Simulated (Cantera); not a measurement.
## NH3 + O2 + H2 (abatement and gas-phase synthesis)

Charge: 1 mol NH3, 0.039 mol O2, 2.3 mol H2, held at 250 Pa.

These are equilibrium values from Cantera (NASA tables, ideal gas, pure condensed phases), not measurements of a reactor. Candidate condensed phases: H2O; 24 gas species. Equilibrium is a limit: real reactors are often held back by kinetics, nucleation or transport.

```tsv
T (°C)	x H	x H2	x N2	x H2O	x O
977	8.99e-6	0.866	0.116	0.0181	<1e-12
1177	0.000176	0.865	0.116	0.0181	1.60e-11
1377	0.00169	0.864	0.116	0.0181	2.55e-9
1577	0.00997	0.856	0.116	0.0180	1.38e-7
1777	0.0413	0.827	0.114	0.0177	3.47e-6
1977	0.128	0.746	0.109	0.0165	5.05e-5
2177	0.306	0.580	0.0983	0.0134	0.000485
2377	0.554	0.349	0.0835	0.00724	0.00285
2577	0.764	0.154	0.0708	0.00156	0.00703
2777	0.869	0.0560	0.0645	0.000175	0.00885
```
x: gas mole fraction; nothing condenses.

From 977 °C to 2777 °C nothing is condensed.
